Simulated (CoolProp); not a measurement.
A single-stage vapour-compression cycle with ethanol: evaporating at 319.15 K (dew point), condensing at 380.15 K (bubble point), superheat 5 K, subcooling 2 K, compressor efficiency 0.7, no pressure losses. Each further row changes one setting.

Values from CoolProp's reference Helmholtz-energy equation of state, Schroeder 2014.

```json
[
 {"case": "as stated", "cooling COP": "3.15", "pressure ratio": "11.7", "discharge temperature (K)": "461.7", "refrigerating effect (kJ/kg)": "732", "volumetric capacity (kJ/m³)": "306"},
 {"case": "evaporating temperature 324.15 K", "cooling COP": "3.53", "pressure ratio": "9.19", "discharge temperature (K)": "453.7", "refrigerating effect (kJ/kg)": "739", "volumetric capacity (kJ/m³)": "389"},
 {"case": "condensing temperature 375.15 K", "cooling COP": "3.48", "pressure ratio": "9.92", "discharge temperature (K)": "452.3", "refrigerating effect (kJ/kg)": "748", "volumetric capacity (kJ/m³)": "313"},
 {"case": "subcooling 7 K", "cooling COP": "3.21", "pressure ratio": "11.7", "discharge temperature (K)": "461.7", "refrigerating effect (kJ/kg)": "748", "volumetric capacity (kJ/m³)": "313"},
 {"case": "superheat 15 K", "cooling COP": "3.12", "pressure ratio": "11.7", "discharge temperature (K)": "472.7", "refrigerating effect (kJ/kg)": "748", "volumetric capacity (kJ/m³)": "303"},
 {"case": "compressor efficiency 0.6", "cooling COP": "2.70", "pressure ratio": "11.7", "discharge temperature (K)": "480.4", "refrigerating effect (kJ/kg)": "732", "volumetric capacity (kJ/m³)": "306"}
]
```
